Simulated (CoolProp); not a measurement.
CF4 (R14) at several states: fugacity coefficient from the reference equation and from simpler models built on Tc = -45.8 °C, pc = 3.762 MPa, ω = 0.178; each cubic takes its own stable root.

Values from CoolProp's reference Helmholtz-energy equation of state, Platzer 1990. This equation is an older, rougher fit; its heat capacities, sound speeds and derivatives of the liquid may be far off and weren't checked against measurements.

```tsv
T (°C)	p (MPa)	phase	reference
-122.05	0.196	liquid	0.7403
137.95	4.17	supercritical	0.9702
26.35	0.0837	gas	0.9970
```

Question: How far does each simpler model (Redlich-Kwong, Soave-Redlich-Kwong, Peng-Robinson) lie from the reference over these 3 states: mean and median of the absolute difference, and the worst?

Answer: 
- Redlich-Kwong: mean 9.9 %, median 2.1 %, worst +27.7 % at -122.05 °C and 0.196 MPa
- Soave-Redlich-Kwong: mean 0.3 %, median 0.3 %, worst +0.7 % at 137.95 °C and 4.17 MPa
- Peng-Robinson: mean 0.5 %, median 0.4 %, worst -1.1 % at 137.95 °C and 4.17 MPa

At some of these states Redlich-Kwong gives the other phase, because its saturation line lies elsewhere.
